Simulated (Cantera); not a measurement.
**Formation from one mole of Br₂**

Source: NASA polynomial tables (part measured, part estimated), evaluated in Cantera. Values are per mole of reaction as written; species without (g) are pure solids or liquids, kept so even where they would boil at 1 bar.

0.6667 Al + Br₂(g) = 0.6667 AlBr₃(g)

```csv
T (K),ΔH° (kJ),ΔS° (J/K),ΔG° (kJ),log10 K
300,-304.5,-31.4,-295.1,51.39
498,-304.9,-32.3,-288.8,30.29
523,-304.9,-32.4,-288.0,28.76
548,-305.0,-32.5,-287.2,27.38
573,-305.0,-32.5,-286.4,26.11
598,-305.1,-32.6,-285.6,24.94
623,-305.1,-32.7,-284.8,23.87
648,-305.2,-32.8,-283.9,22.89
673,-305.2,-32.9,-283.1,21.97
```

Hg + Br₂(g) = HgBr₂

```csv
T (K),ΔH° (kJ),ΔS° (J/K),ΔG° (kJ),log10 K,condensed phases
300,-200.3,-151.1,-155.0,26.99,"Hg(l), HgBr₂(s)"
498,-197.6,-144.1,-125.8,13.19,"Hg(l), HgBr₂(s)"
523,-179.0,-108.1,-122.5,12.24,"Hg(l), HgBr₂(l)"
548,-178.1,-106.3,-119.8,11.42,"Hg(l), HgBr₂(l)"
573,-177.1,-104.6,-117.2,10.68,"Hg(l), HgBr₂(l)"
598,-176.2,-103.0,-114.6,10.01,"Hg(l), HgBr₂(l)"
623,-175.3,-101.5,-112.1,9.39,"Hg(l), HgBr₂(l)"
648,-174.3,-100.0,-109.5,8.83,"Hg(l), HgBr₂(l)"
673,-173.4,-98.6,-107.1,8.31,"Hg(l), HgBr₂(l)"
```

Mg + Br₂(g) = MgBr₂

```csv
T (K),ΔH° (kJ),ΔS° (J/K),ΔG° (kJ),log10 K
300,-555.2,-160.8,-506.9,88.26
498,-552.4,-153.7,-475.8,49.91
523,-552.0,-152.9,-472.0,47.14
548,-551.6,-152.2,-468.2,44.63
573,-551.2,-151.5,-464.4,42.33
598,-550.8,-150.8,-460.6,40.23
623,-550.4,-150.2,-456.8,38.30
648,-550.0,-149.5,-453.1,36.52
673,-549.6,-148.9,-449.4,34.88
```
